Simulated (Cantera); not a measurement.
Feed: 1 mol PbO, 0.41 mol CH4, 6.7 mol H2, at 1148.15 K.

Cantera equilibrium calculation (NASA polynomials, part measured and part estimated; ideal gas, pure solids and liquids). Candidate condensed phases: C, C6H6, C7H8, C8H18, H2O, Pb, PbO, PbO2, Pb3O4; 113 gas species. Equilibrium is a limit: real reactors are often held back by kinetics, nucleation or transport.

Problem. What share of the Pb ends up in condensed phases as a function of P (Pa), at 10, 100, 1000, 10000, 100000, 1000000?

Solution. 
| P (Pa) | Pb condensed (%) | as |
|---|---|---|
| 10 | 0.0 | - |
| 100 | 0.0 | - |
| 1000 | 77.1 | Pb(l) |
| 10000 | 97.8 | Pb(l) |
| 100000 | 99.8 | Pb(l) |
| 1000000 | 100.0 | Pb(l) |
